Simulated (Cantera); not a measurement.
A freely propagating, adiabatic, planar premixed flame of H₂ : O₂ : N₂ = 1 : 0.455 : 1.71 (molar parts), unburnt at 448 K and 3750 Torr; mixture-averaged transport, grid criteria slope 0.08 and curve 0.16, no radiation.

Computed with Cantera and the H2/O2 subset of GRI-Mech 3.0, which has no nitrogen chemistry. The hydrogen kinetics of GRI-Mech 3.0 are dated; newer H2 mechanisms differ, most at raised pressure. Burning velocities carry a grid error of a few per cent, more on coarse grids.

**Question.** What does this change do: H2 1 to 0.79 parts?

**Answer.** 
| quantity | before | after |
|---|---|---|
| laminar burning velocity | 450 cm/s | 303 cm/s |
| thermal thickness | 0.0526 mm | 0.0540 mm |
| peak x(OH) | 0.0155 | 0.0145 |
| peak x(HO₂) | 0.00111 | 0.00103 |
| peak x(O) | 0.00679 | 0.00689 |
| peak x(H) | 0.0329 | 0.0167 |

**Question.** What does this change do: inlet temperature 448 to 300 K?

**Answer.** 
```
quantity                     before      after
------------------------  ---------  ---------
laminar burning velocity   450 cm/s   229 cm/s
thermal thickness         0.0526 mm  0.0478 mm
peak x(OH)                   0.0155     0.0132
peak x(HO₂)                 0.00111    0.00120
peak x(O)                   0.00679    0.00531
peak x(H)                    0.0329     0.0258
```
